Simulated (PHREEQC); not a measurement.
Dissolve 0.0033 mol HCl and 0.0011 mol FeCl3 per kg of water at 78 °C. Closed to the air; pH follows from the charge balance.

Equilibrium calculation in PHREEQC: ion-association model, phreeqc.dat.

Q: The ionic strength comes out as 0.00755 mol/kgw. What activity coefficients do Cl-, Fe(OH)2+, H+, Fe2(OH)2+4, Fe+3 get?

A: Cl- 0.90, Fe(OH)2+ 0.91, H+ 0.91, Fe2(OH)2+4 0.20, Fe+3 0.44.

Precipitation was switched off in this run. Saturation is exceeded, for instance for Hematite (slow to form), Goethite (slow to form); the values hold only as long as no solid forms. Constants without temperature data keep their 25 °C values here.
